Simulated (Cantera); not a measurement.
A Cantera script and what it prints.

```python
import numpy as np
import cantera as ct

gas_names = [...]  # 103 gases of nasa_gas.yaml made of C, Cl, H
cond_names = """
    C(gr) C6H6(L) C7H8(L) C8H18(L),n-octa
""".split()


# ... load() reads the species with a 1 bar reference pressure and builds the phases ...
atoms = {
    'CCl4': {'C': 1, 'CL': 4},
    'CH4': {'C': 1, 'H': 4},
}
top_T = {'C(gr)': 4500}  # K; cautious upper limits of use, not melting points


# ... equilibrate(T, P, feed) seeds the gas with the atoms and calls Mixture.equilibrate('TP', solver="vcs", rtol=1e-11, max_steps=5000) ...
results = []
feed = {'CCl4': 1, 'CH4': 0.088}  # mol
P = 220  # Pa
for T in [2000, 2250, 2500, 2750, 3000, 3250, 3500, 3750, 4000, 4250, 4500, 4750, 5000]:
    mix = equilibrate(T, P, feed)
    results.append((T, P, feed, dict(zip(mix.species_names, mix.species_moles))))
    x = sorted(zip(gas.X, gas.species_names), reverse=True)
    print(f"T = {T:g} K  P = {P:g} Pa  gas = {mix.phase_moles(0):.4g} mol")
    print("   x: " + "  ".join(f"{s} {v:.3e}" for v, s in x if v > 0.001))
    print("   condensed (mol): " + ("  ".join(f"{mix.phase(i).name} {mix.phase_moles(i):.4g}"
          for i in range(1, mix.n_phases) if mix.phase_moles(i) > 1e-12) or "none"))
```

Output:

```
T = 2000 K  P = 220 Pa  gas = 3.987 mol
   x: CL 9.084e-01  HCL 8.819e-02  CL2 3.335e-03
   condensed (mol): C(gr) 1.088
T = 2250 K  P = 220 Pa  gas = 4.005 mol
   x: CL 9.116e-01  HCL 8.595e-02  H 1.711e-03
   condensed (mol): C(gr) 1.088
T = 2500 K  P = 220 Pa  gas = 4.067 mol
   x: CL 9.138e-01  HCL 6.943e-02  H 1.543e-02
   condensed (mol): C(gr) 1.084
T = 2750 K  P = 220 Pa  gas = 4.26 mol
   x: CL 9.083e-01  H 4.954e-02  HCL 3.054e-02  C3 7.669e-03  C 1.716e-03  H2 1.154e-03
   condensed (mol): C(gr) 0.973
T = 3000 K  P = 220 Pa  gas = 4.744 mol
   x: CL 8.360e-01  H 6.585e-02  C3 6.332e-02  C 1.761e-02  C2 8.415e-03  HCL 7.132e-03
   condensed (mol): none
T = 3250 K  P = 220 Pa  gas = 4.93 mol
   x: CL 8.095e-01  H 6.923e-02  C 6.106e-02  C3 4.250e-02  C2 1.535e-02  HCL 1.782e-03
   condensed (mol): none
T = 3500 K  P = 220 Pa  gas = 5.213 mol
   x: CL 7.668e-01  C 1.366e-01  H 6.692e-02  C2 1.524e-02  C3 1.377e-02
   condensed (mol): none
T = 3750 K  P = 220 Pa  gas = 5.386 mol
   x: CL 7.425e-01  C 1.838e-01  H 6.517e-02  C2 6.779e-03  C3 1.549e-03
   condensed (mol): none
T = 4000 K  P = 220 Pa  gas = 5.426 mol
   x: CL 7.371e-01  C 1.956e-01  H 6.480e-02  C2 2.249e-03
   condensed (mol): none
T = 4250 K  P = 220 Pa  gas = 5.436 mol
   x: CL 7.358e-01  C 1.985e-01  H 6.472e-02
   condensed (mol): none
T = 4500 K  P = 220 Pa  gas = 5.439 mol
   x: CL 7.354e-01  C 1.993e-01  H 6.470e-02
   condensed (mol): none
T = 4750 K  P = 220 Pa  gas = 5.441 mol
   x: CL 7.351e-01  C 1.995e-01  H 6.469e-02
   condensed (mol): none
T = 5000 K  P = 220 Pa  gas = 5.443 mol
   x: CL 7.348e-01  C 1.993e-01  H 6.467e-02
   condensed (mol): none
```

Equilibrium computed with Cantera from the NASA thermochemical tables; the gas is ideal and each condensed phase is pure. The tables' values for CCl are old estimates; treat these amounts as uncertain.
